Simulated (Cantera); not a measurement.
Charge: 1 mol S, 0.032 mol SO2, 11 mol H2, held at 1748.15 K and 0.00133 bar.

Cantera equilibrium calculation (NASA polynomials, part measured and part estimated; ideal gas, pure solids and liquids). Candidate condensed phases: H2O, H2SO4, S; 19 gas species. Kinetics and transport are ignored.

Q: What is the equilibrium state?

A: 
- x(H2): 0.935
- x(S2): 0.0359
- x(H2S): 0.00837
- x(SH): 0.00690
- x(H): 0.00606
- x(H2O): 0.00544
- x(S): 0.00250
- x(SO): 0.000106
- x(OH): 2.06e-6
- gas amount: 11.52 mol
- log10 activity of S(l) (absent): -3.59
